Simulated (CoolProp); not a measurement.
Model: reference Helmholtz-energy equation of state, Akasaka 2024, in CoolProp.

Q: Give the vapour pressure (kPa), liquid density (kg/m³), vapour density (kg/m³), liquid cp (kJ/(kg K)) of saturated R1132(E) at 284.1 K.

A: 
| T (K) | p (kPa) | liquid density (kg/m³) | vapour density (kg/m³) | liquid cp (kJ/(kg K)) |
|---|---|---|---|---|
| 284.1 | 1130 | 967 | 37.4 | 1.81 |
